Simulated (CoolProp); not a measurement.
Vapour-liquid equilibrium of CH2F2 (R32) (1) + R1234yf (2) at -107.35 °C; x and y are mole fractions of (1).

Computed with CoolProp (multi-fluid Helmholtz-energy mixture model, Tillner-Roth 1997 and Lemmon 2022; pair parameters Bell 2023).

| x | bubble pressure, mixture model (MPa) | bubble pressure, Raoult's law (MPa) | y, mixture model | y, Raoult's law |
|---|---|---|---|---|
| 0.05 | 0.0006262 | 0.0005196 | 0.322 | 0.183 |
| 0.2 | 0.001097 | 0.0007377 | 0.669 | 0.515 |
| 0.35 | 0.001423 | 0.0009557 | … | 0.696 |
| 0.5 | 0.001617 | 0.001174 | 0.831 | 0.810 |
| 0.65 | 0.001730 | 0.001392 | … | 0.888 |
| 0.8 | 0.001815 | 0.001610 | … | 0.944 |
| 0.95 | 0.001888 | 0.001828 | 0.961 | 0.988 |

**Question.** Complete the blanks.

**Answer.** 
- 0.35, y, mixture model: 0.780
- 0.65, y, mixture model: 0.863
- 0.8, y, mixture model: 0.897

The largest gap from Raoult's law is +48.9 % in bubble pressure, at x = 0.35. No azeotrope shows between x = 0.05 and 0.95.

The pair parameters rest on a limited set of measurements; away from them the model extrapolates.
